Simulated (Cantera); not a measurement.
Charge: 1 mol Si2H6, 160 mol H2, 0.03 mol Cl2, equilibrated at 1.33 mbar.

These are equilibrium values from Cantera (NASA tables, ideal gas, pure condensed phases), not measurements of a reactor. Candidate condensed phases: Si; 19 gas species. The feed counts by its element totals alone. Gases not in the tables: Si2H6 and higher silanes. Rates play no part.

Q: Which condensed phases are stable at each of these points (T (K)): 1323, 1373, 1423, 1473, 1523, 1573, 1623, 1673, 1723, 1773, 1823?

A: 
```csv
T (K),condensed phases,Si condensed (%)
1323,Si(s),100.0
1373,Si(s),100.0
1423,Si(s),100.0
1473,Si(s),99.9
1523,Si(s),99.9
1573,Si(s),99.6
1623,Si(s),98.9
1673,Si(s),97.2
1723,Si(l),93.4
1773,Si(l),85.9
1823,Si(l),70.9
```

From 1323 K to 1673 K the condensed part is Si(s). From 1723 K to 1823 K the condensed part is Si(l).
